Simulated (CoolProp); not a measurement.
A simple Rankine cycle with hexamethyldisiloxane (MM): condensing at 331.15 K, boiler at 0.123 MPa, turbine inlet 385.6 K, turbine efficiency 0.85, pump efficiency 0.7, no recuperator. Each further row changes one setting.

The numbers come from the reference Helmholtz-energy equation of state, Thol 2016 in CoolProp.

| case | thermal efficiency (%) | net work (kJ/kg) | heat in (kJ/kg) | turbine exit temperature (K) | volume ratio over the turbine |
|---|---|---|---|---|---|
| as stated | 8.5 | 25.4 | 300 | 368.2 | 5.13 |
| turbine inlet 405.6 K | 8.0 | 26.9 | 335 | 388.2 | 5.09 |
| condensing temperature 323.15 K | 9.6 | 30.4 | 315 | 365.1 | 7.04 |
| boiler pressure 0.0861 MPa | 6.7 | 20.1 | 301 | 372.3 | 3.55 |
| turbine efficiency 0.75 | 7.5 | 22.4 | 300 | 370.0 | 5.15 |
